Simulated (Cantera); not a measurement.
Charge: 1 mol Si3N4, 1.4 mol O2, 3.4 mol N2, equilibrated at 1950 K.

Method: chemical equilibrium by Gibbs-energy minimisation in Cantera with the NASA 1993 tables (ideal gas, pure condensed phases). Candidate condensed phases: Si, SiO2, Si2N2O, Si3N4; 16 gas species. Mutual solubility and eutectic melting of coexisting phases are not modelled. The tables hold silica as quartz up to 1696 K and as liquid above; real silica turns to tridymite and cristobalite and melts near 1996 K. Kinetics and transport are ignored.

Q: Which condensed phases are stable at each of these points (P (Pa)): 0.100, 2.50, 63, 1600, 40000, 1000000?

A: 
```csv
P (Pa),condensed phases,Si condensed (%)
0.100,gas only,0.0
2.50,gas only,0.0
63,gas only,0.0
1600,Si(l),6.2
40000,SiO2(condensed) + Si2N2O(s),88.0
1000000,SiO2(condensed) + Si2N2O(s),99.9
```

From 1.00e-6 bar to 0.000630 bar nothing is condensed. At 0.0160 bar the condensed part is Si(l). From 0.400 bar to 10.0 bar the condensed part is SiO2(condensed) + Si2N2O(s).
